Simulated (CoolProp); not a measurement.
A closed Brayton cycle with carbon dioxide: compressor inlet 313.15 K and 8.8 MPa, high pressure 29.2 MPa, turbine inlet 825 K, compressor efficiency 0.8, turbine efficiency 0.93, recuperator effectiveness 0.9 (on enthalpy, no pinch check). Each further row changes one setting.

Values from CoolProp's reference Helmholtz-energy equation of state, Span 1996.

```
case                           thermal efficiency (%)  net work (kJ/kg)  compressor to turbine work  compressor exit (K)  turbine exit (K)
-----------------------------  ----------------------  ----------------  --------------------------  -------------------  ----------------
as stated                                           ?               114                        0.29                378.0             677.9
turbine inlet 775 K                              34.8               103                           ?                378.0             633.2
compressor inlet 323.15 K                           ?              96.2                           ?                418.9             677.9
high pressure 24.8 MPa                           35.4               103                        0.26                    ?             697.3
recuperator effectiveness 0.5                       ?               114                        0.29                378.0             677.9
```

**Question.** Fill in the missing entries.

**Answer.** 
- as stated, thermal efficiency (%): 36.6
- turbine inlet 775 K, compressor to turbine work: 0.31
- compressor inlet 323.15 K, thermal efficiency (%): 34.4
- compressor inlet 323.15 K, compressor to turbine work: 0.40
- high pressure 24.8 MPa, compressor exit (K): 368.5
- recuperator effectiveness 0.5, thermal efficiency (%): 25.3
